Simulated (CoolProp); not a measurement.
The numbers come from the reference Helmholtz-energy equation of state, Guder 2009 in CoolProp.

Q: For sulfur hexafluoride, give the phase and the cp (kJ/(kg K)), fugacity coefficient at 453.2 K and 1.88 MPa.

A: 
- 453.2 K and 1.88 MPa: gas; cp 0.870, fugacity coefficient 0.954
